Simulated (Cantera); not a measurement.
A closed system holds: 1 mol Fe, 0.066 mol O2, 290 mol H2, held at 19.0 Pa.

Method: chemical equilibrium by Gibbs-energy minimisation in Cantera with the NASA 1993 tables (ideal gas, pure condensed phases). Candidate condensed phases: Fe, FeO, Fe(OH)2, Fe(OH)3, Fe2O3, Fe3O4, H2O; 12 gas species. Equilibrium is a limit: real reactors are often held back by kinetics, nucleation or transport.

x: gas mole fraction; n: condensed amount in mol.

```csv
T (K),x H2,x H,x Fe,x H2O,x OH,n Fe(α),n Fe(γ)
925,1.000,1.89e-8,1.45e-12,0.000455,<1e-12,1.00,0
975,1.000,___,___,0.000455,<1e-12,1.00,0
1025,1.000,3.16e-7,2.59e-10,0.000455,<1e-12,1.00,0
1075,1.000,1.06e-6,2.37e-9,0.000455,1.84e-12,1.000,0
1125,1.000,3.22e-6,1.77e-8,0.000455,7.65e-12,1.000,0
1175,1.000,8.89e-6,1.11e-7,0.000455,2.82e-11,1.000,0
1225,1.000,2.26e-5,5.94e-7,0.000455,9.37e-11,0,1.000
1275,0.999,5.35e-5,2.78e-6,0.000455,2.83e-10,0,0.999
1325,0.999,0.000119,1.16e-5,0.000455,7.88e-10,0,0.997
1375,0.999,___,___,0.000455,___,0,0.987
1425,0.999,0.000495,0.000147,0.000455,4.93e-9,0,0.957
1475,0.998,0.000940,0.000460,0.000455,1.12e-8,0,0.867
```

Q: Complete the blanks.

A: 
- 1375, x H: 0.000248
- 1375, x Fe: 4.32e-5
- 1375, x OH: 2.04e-9
- 975, x H: 8.30e-8
- 975, x Fe: 2.22e-11
